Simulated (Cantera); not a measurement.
Input: 1 mol CH₄, 0.73 mol H₂, 0.071 mol H₂O, at 1.13 Torr.

Method: chemical equilibrium by Gibbs-energy minimisation in Cantera with the NASA 1993 tables (ideal gas, pure condensed phases). Candidate condensed phases: C, C₆H₆, C₇H₈, C₈H₁₈, H₂O; 110 gas species. Rates play no part. All values below are at 1125 °C.

Base state: H₂ 0.975, CO 0.0247, H 0.000121 (mole fractions); condensed: C(graphite).

Task: What changes in the equilibrium state with this change: H₂O from 0.071 to 0.74 mol?

Result: 
```csv
species,before,after
H₂,0.975,0.824
CO,0.0247,0.176
H,0.000121,0.000111
"C(graphite), mol",0.929,0.260
```
